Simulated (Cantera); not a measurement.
Feed: 1 mol SiHCl3, 0.11 mol Cl2, 10 mol N2, equilibrated at 1.35 Torr.

Cantera equilibrium calculation (NASA polynomials, part measured and part estimated; ideal gas, pure solids and liquids). Candidate condensed phases: NH4Cl, Si, Si3N4; 28 gas species. N2 is the only nitrogen source here; it is nearly inert below about 1500 K, so the nitride shown seldom forms there in practice. The numbers say what is thermodynamically allowed, not how fast it happens.

Over these rows the condensed part is Si3N4(s). Partial pressures as log10 of bar:

```csv
T (K),1000/T (1/K),log p SiCl2,log p N2,log p HCl,log p SiCl4
998,1.0020,-7.81,-2.81,-3.85,-4.03
1048,0.9542,-7.11,-2.81,-3.85,-4.03
1098,0.9107,-6.47,-2.81,-3.84,-4.04
1148,0.8711,-5.89,-2.81,-3.84,-4.05
1198,0.8347,?,-2.81,-3.84,-4.07
1248,0.8013,-4.91,-2.81,-3.84,-4.11
```

Question: Fit log p(SiCl2) = a + b·(1000/T) to the five rows, give the apparent enthalpy, and predict the row at 1198 K.

Answer: Means: 1000/T = 0.9079, log p = -6.438. Sxy = -0.343360, Sxx = 0.0237241, so b = -14.47 and a = -6.438 − (-14.47)×0.9079 = 6.70.
Apparent enthalpy: −19.145 × (-14.47) = 277 kJ/mol. With the condensed phases at unit activity, 1/6 Si3N4(s) + 1/2 SiCl4(g) = SiCl2(g) + 1/3 N2(g) links this pressure to the main gases: over the six rows their terms move log p by -0.04 in all, so the slope is close to that reaction's ΔH°. The five rows lie within 0.02 of the line.
Prediction at 1198 K: 6.70 + (-14.47)×0.8347 = -5.38. The computed value is -5.37, 0.01 from the line.
